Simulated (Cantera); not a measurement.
What does this Cantera script print?

```python
import numpy as np
import cantera as ct

surf = ct.Interface("diamond.yaml", "diamond_100")
gas, bulk = surf.adjacent["gas"], surf.adjacent["diamond"]
k = surf.kinetics_species_index(bulk.species_names[0])
cover = ["c6HH", "c6H*", "c6*H", "c6**", "c6HM", "c6B"]

rows, drift = [], 0.0
print(f"{'T':>10s}{'um/h':>11s}" + "".join(f"{s:>11s}" for s in cover))
for v in [900, 950, 1000, 1050, 1100, 1150, 1200, 1250, 1300, 1350, 1400]:
    T, P, xH, xCH3 = v, 2300, 0.0059, 0.00034
    gas.TPX = T, P, {"H": xH, "CH3": xCH3, "CH4": 0.01, "H2": 1 - xH - xCH3 - 0.01}
    surf.TP = bulk.TP = T, P
    surf.coverages = "c6H*:0.1, c6HH:0.9"
    surf.advance_coverages(100.0)
    before = surf.coverages
    surf.advance_coverages(100.0)
    drift = max(drift, np.max(np.abs(surf.coverages - before) / (surf.coverages + 1e-9)))
    rate = surf.net_production_rates[k] * bulk.mean_molecular_weight / bulk.density * 3.6e9
    rows.append([rate, *surf[cover].coverages])
    print(f"{v:10.4g}{rate:11.4e}" + "".join(f"{x:11.3e}" for x in rows[-1][1:]))
```

Output:

```
         T       um/h       c6HH       c6H*       c6*H       c6**       c6HM        c6B
       900 2.2972e+00  6.531e-01  9.887e-03  2.762e-01  4.079e-03  4.558e-02  6.234e-09
       950 3.0235e+00  6.136e-01  1.348e-02  3.194e-01  6.279e-03  3.620e-02  8.205e-09
      1000 3.7082e+00  5.746e-01  1.761e-02  3.601e-01  9.198e-03  2.808e-02  1.006e-08
      1050 4.0499e+00  5.377e-01  2.226e-02  3.980e-01  1.292e-02  2.013e-02  1.099e-08
      1100 3.6717e+00  5.035e-01  2.734e-02  4.328e-01  1.751e-02  1.223e-02  9.963e-09
      1150 2.7251e+00  4.711e-01  3.271e-02  4.633e-01  2.293e-02  5.980e-03  7.395e-09
      1200 1.8815e+00  4.399e-01  3.816e-02  4.882e-01  2.904e-02  2.480e-03  5.105e-09
      1250 1.4572e+00  4.106e-01  4.359e-02  5.077e-01  3.572e-02  9.578e-04  3.954e-09
      1300 1.3515e+00  3.840e-01  4.894e-02  5.227e-01  4.286e-02  3.656e-04  3.667e-09
      1350 1.3531e+00  3.602e-01  5.418e-02  5.341e-01  5.036e-02  1.398e-04  3.672e-09
      1400 1.2418e+00  3.393e-01  5.929e-02  5.425e-01  5.809e-02  5.305e-05  3.370e-09
```

Model: the Harris–Goodwin 1993 mechanism for the reconstructed diamond (100) surface, integrated in Cantera.
